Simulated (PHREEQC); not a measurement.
Dissolve 0.0036 mol/kgw CuSO4 and 0.0036 mol/kgw HCl at 64 °C. Closed to the air; pH follows from the charge balance.

All values are PHREEQC results (ion-association model, phreeqc.dat), not measurements.

Task: The ionic strength comes out as 0.0136 mol/kgw. What activity coefficients do CuCl+, HSO4-, Cl-, Cu+2, H+ get?

Result: CuCl+ 0.88, HSO4- 0.88, Cl- 0.88, Cu+2 0.62, H+ 0.90.

No solid was allowed to form. At this temperature some constants are extrapolated from 25 °C, and those without enthalpy data are left unchanged.
